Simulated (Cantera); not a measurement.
A closed system holds: 1 mol PbO, 2900 mol H2, 14 mol N2, equilibrated at 1600 K and 0.660 Torr.

Equilibrium computed with Cantera from the NASA thermochemical tables; the gas is ideal and each condensed phase is pure. Candidate condensed phases: H2O, Pb, PbO, PbO2, Pb3O4; 27 gas species. Equilibrium is a limit: real reactors are often held back by kinetics, nucleation or transport.

Q: What is the equilibrium state?

A: 
```json
{
  "x(H2)": "0.993",
  "x(N2)": "0.00480",
  "x(H)": "0.00183",
  "x(Pb)": "0.000343",
  "x(H2O)": "0.000343",
  "gas_amount": "2918 mol",
  "log10 activity of Pb(l) (absent)": "-5.30"
}
```
